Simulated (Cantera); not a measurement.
A Cantera script and its output.

```python
import numpy as np
import cantera as ct

gas = ct.Solution("gri30.yaml")
gas.TPX = 1350, 1333, {'H2': 0.27, 'O2': 1}
reactor = ct.IdealGasConstPressureReactor(gas, energy="off", clone=False)
net = ct.ReactorNet([reactor])
net.rtol, net.atol = 1e-08, 1e-18
show = ['H2', 'O2', 'HO2', 'O', 'OH', 'H2O2', 'H2O']
times = np.geomspace(0.0001, 10, 11)

steps = ct.SolutionArray(gas, extra=["t"])
rows = []
print(f"{'t/s':>10s}{'T/K':>9s}{'P/Pa':>11s}" + "".join(f"{s:>11s}" for s in show))
for t in times:
    while net.time < t:
        t_next = net.step()
        steps.append(gas.state, t=t_next)
    rows.append([np.interp(t, steps.t, y) for y in (steps.T, steps.P, *steps(*show).X.T)])
    print(f"{t:10.3e}{rows[-1][0]:9.1f}{rows[-1][1]:11.4g}" + "".join(f"{x:11.3e}" for x in rows[-1][2:]))
rate = np.gradient(steps.T, steps.t)
print("integrator steps:", len(steps.t))
if steps.T.max() > steps.T[0] + 200:
    print(f"time of steepest temperature rise: {steps.t[rate.argmax()]:.4e} s")
gas.TPX = 1350, 1333, {'H2': 0.27, 'O2': 1}
gas.equilibrate("TP")
print(f"equilibrium (TP): T = {gas.T:.1f} K  " + "  ".join(f"{s} {gas[s].X[0]:.3e}" for s in show))
```

It prints:

```
       t/s      T/K       P/Pa         H2         O2        HO2          O         OH       H2O2        H2O
 1.000e-04   1350.0       1333  2.126e-01  7.874e-01  1.907e-07  2.604e-07  1.955e-07  5.217e-10  4.806e-07
 3.162e-04   1350.0       1333  2.124e-01  7.873e-01  6.934e-07  5.431e-05  4.018e-05  5.159e-09  1.344e-04
 1.000e-03   1350.0       1333  1.179e-02  6.571e-01  6.139e-06  8.828e-02  1.649e-02  2.529e-07  1.599e-01
 3.162e-03   1350.0       1333  1.014e-02  6.673e-01  6.330e-06  8.077e-02  1.557e-02  2.548e-07  1.702e-01
 1.000e-02   1350.0       1333  7.617e-03  6.970e-01  6.705e-06  5.601e-02  1.378e-02  2.824e-07  1.927e-01
 3.162e-02   1350.0       1333  2.761e-03  7.402e-01  5.915e-06  1.860e-02  8.519e-03  2.568e-07  2.235e-01
 1.000e-01   1350.0       1333  3.494e-04  7.587e-01  2.246e-06  2.294e-03  3.062e-03  1.144e-07  2.353e-01
 3.162e-01   1350.0       1333  3.900e-05  7.614e-01  4.244e-07  2.560e-04  1.028e-03  3.523e-08  2.372e-01
 1.000e+00   1350.0       1333  6.311e-06  7.619e-01  1.034e-07  4.160e-05  4.147e-04  1.088e-08  2.376e-01
 3.162e+00   1350.0       1333  1.425e-06  7.620e-01  6.508e-08  9.425e-06  1.974e-04  3.754e-09  2.378e-01
 1.000e+01   1350.0       1333  5.548e-07  7.621e-01  7.800e-08  3.675e-06  1.233e-04  2.041e-09  2.378e-01
integrator steps: 1757
equilibrium (TP): T = 1350.0 K  H2 4.848e-07  O2 7.621e-01  HO2 8.146e-08  O 3.211e-06  OH 1.152e-04  H2O2 1.901e-09  H2O 2.378e-01
```

Computed with Cantera and GRI-Mech 3.0 (53 species, 325 reactions). Radical loss at walls, strong at low pressure, is not modelled. The temperature is held fixed by assumption; the heat of reaction is taken as removed at once.
